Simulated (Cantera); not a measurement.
Charge: 1 mol CH₃SiCl₃, 0.082 mol HCl, 280 mol H₂, equilibrated at 2623 K and 21.0 Torr.

Equilibrium computed with Cantera from the NASA thermochemical tables; the gas is ideal and each condensed phase is pure. The feed counts by its element totals alone. The tables' values for SiCl are old estimates; treat these amounts as uncertain. The numbers say what is thermodynamically allowed, not how fast it happens.

```csv
species,before,after
H₂,0.766,0.707
H,0.220,0.212
HCl,0.00802,0.0466
Si,0.00290,0.0144
SiCl₂,7.99e-7,0.000145
Si₂C,4.04e-6,0.000220
SiCl,1.33e-5,0.000399
Si₂,6.53e-7,1.61e-5
SiC₂,0.000108,0.00260
C₄H₂,1.06e-6,2.28e-5
```
Gas species are given as mole fractions.

Q: What was changed between the two runs?
A. H₂ from 280 to 44 mol
B. HCl from 0.082 to 3.6 mol
C. temperature from 2623 K to 1323 K
D. CH₃SiCl₃ replaced by Si(CH₃)₄

A: A, H₂ from 280 to 44 mol. Gases not in the tables: Si₂H₆ and higher silanes
